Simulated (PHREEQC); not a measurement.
## Acid rinse or clean

Make-up at 25 °C: 0.0018 mol/kgw HCl, 0.0019 mol/kgw CuSO4 and 0.0011 mol/kgw KCl. Closed to the air; pH follows from the charge balance.

The numbers come from PHREEQC with the ion-association model, phreeqc.dat.

Precipitation was switched off in this run.

Estimate the pH, ionic strength, specific conductance.

pH 2.82; ionic strength 0.00920 mol/kgw; specific conductance 1190 µS/cm.

In which forms is S present?

SO4-2 79 %, CuSO4 12 %, HSO4- 8.6 % of the S.

Species that the database lacks are ignored.
